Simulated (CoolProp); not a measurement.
R13 at 293.15 K and 18.4 MPa flows at 2.9 m/s in a round tube of 20 mm bore and 1.5 µm roughness, fully developed (64/Re and Nu = 3.66 if laminar; Colebrook and Gnielinski if turbulent). Each further row changes one setting.

Computed with CoolProp (reference Helmholtz-energy equation of state, Platzer 1990). This equation is an older, rougher fit; its heat capacities, sound speeds and derivatives of the liquid may be far off and weren't checked against measurements.

| case | Reynolds number | Darcy friction factor | pressure drop (Pa/m) | heat-transfer coefficient (W/(m² K)) | mass flow (kg/h) |
|---|---|---|---|---|---|
| as stated | (withheld) | (withheld) | 3560 | 4590 | (withheld) |
| velocity 5.8 m/s | 1130000 | (withheld) | 13200 | 8600 | (withheld) |
| diameter 40 mm | 1130000 | (withheld) | (withheld) | 4100 | (withheld) |

Task: Some entries are withheld; supply them.

Result: 
- as stated, Reynolds number: 567000
- as stated, Darcy friction factor: 0.0139
- as stated, mass flow (kg/h): 3990
- velocity 5.8 m/s, Darcy friction factor: 0.0129
- velocity 5.8 m/s, mass flow (kg/h): 7980
- diameter 40 mm, Darcy friction factor: 0.0122
- diameter 40 mm, pressure drop (Pa/m): 1560
- diameter 40 mm, mass flow (kg/h): 16000

Viscosity comes from a separate model (Huber 2003), an estimate that may be off by 10 % or more. Thermal conductivity comes from a separate model (Huber 2003), an estimate that may be off by 10 % or more.
